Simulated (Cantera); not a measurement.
Feed: 1 mol HMDSO, 0.3 mol O3, 2.2 mol H2, equilibrated at 1148 K and 100 Torr.

Method: chemical equilibrium by Gibbs-energy minimisation in Cantera with the NASA 1993 tables (ideal gas, pure condensed phases). Candidate condensed phases: C, C6H6, C7H8, C8H18, H2O, Si, SiC, SiO2; 123 gas species. The feed counts by its element totals alone. Mutual solubility and eutectic melting of coexisting phases are not modelled. The tables hold silica as quartz up to 1696 K and as liquid above; real silica turns to tridymite and cristobalite and melts near 1996 K. The numbers say what is thermodynamically allowed, not how fast it happens.

Base state: H2 0.997, CH4 0.00315, CO 0.000103 (mole fractions); condensed: C(graphite) + SiC(s) + SiO2(β-quartz).

Task: What changes in the equilibrium state with this change: pressure from 100 Torr to 750 Torr?

Result: 
```csv
species,before,after
H2,0.997,0.977
CH4,0.00315,0.0227
CO,0.000103,1.38e-5
"C(graphite), mol",4.91,4.70
"SiC(s), mol",1.05,1.05
"SiO2(β-quartz), mol",0.949,0.950
```

Task: What changes in the equilibrium state with this change: temperature from 1148 K to 1323.15 K?

Result: 
```json
[
 {"species": "H2", "before": "0.997", "after": "0.992"},
 {"species": "CO", "before": "0.000103", "after": "0.00680"},
 {"species": "CH4", "before": "0.00315", "after": "0.000892"},
 {"species": "C(graphite), mol", "before": "4.91", "after": "4.82"},
 {"species": "SiC(s), mol", "before": "1.05", "after": "1.09"},
 {"species": "SiO2(β-quartz), mol", "before": "0.949", "after": "0.912"}
]
```
